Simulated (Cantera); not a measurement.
An isothermal, constant-pressure homogeneous reactor starts with CH₄ : H₂ : H₂O = 1 : 47 : 0.13 (molar parts), at 1748 K and 15.8 Torr.

Detailed kinetics in Cantera: GRI-Mech 3.0 (53 species, 325 reactions). GRI-Mech 3.0 stops at C3 and has no aromatics, soot or wall deposition, so with more carbon than oxygen in the feed, carbon stays in small species such as C2H2 where larger ones or solid carbon would form. Radical loss at walls, strong at low pressure, is not modelled.

Task: Predict: x(CH₄) at 90.0 s; x(H₂) at 90.0 s; x(CH₃) at 90.0 s; x(C₂H₂) at 90.0 s; x(H) at 90.0 s; x(C₂H) at 90.0 s.

Result: 
| Quantity | Value |
|---|---|
| x(CH₄) at 90.0 s | 0.000280 (gas-phase equilibrium 0.000165) |
| x(H₂) at 90.0 s | 0.987 (gas-phase equilibrium 0.987) |
| x(CH₃) at 90.0 s | 9.03e-6 (gas-phase equilibrium 5.34e-6) |
| x(C₂H₂) at 90.0 s | 0.00880 (gas-phase equilibrium 0.00873) |
| x(H) at 90.0 s | 0.00158 (gas-phase equilibrium 0.00158) |
| x(C₂H) at 90.0 s | 9.80e-8 (gas-phase equilibrium 9.73e-8) |
